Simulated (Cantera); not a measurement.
Charge: 1 mol SiO₂, 4.4 mol CO, 0.16 mol H₂, at 1075 K.

Cantera equilibrium calculation (NASA polynomials, part measured and part estimated; ideal gas, pure solids and liquids). Candidate condensed phases: C, C₆H₆, C₇H₈, C₈H₁₈, H₂O, Si, SiC, SiO₂; 123 gas species. Kinetics and transport are ignored.

**Question.** At 10.0 bar, list the 5 most abundant gas species with their mole fractions, and the condensed phases.

**Answer.** CO 0.546, CO₂ 0.405, H₂ 0.0291, H₂O 0.0201, CH₄ 0.000383. Condensed: C(graphite) + SiO₂(β-quartz).
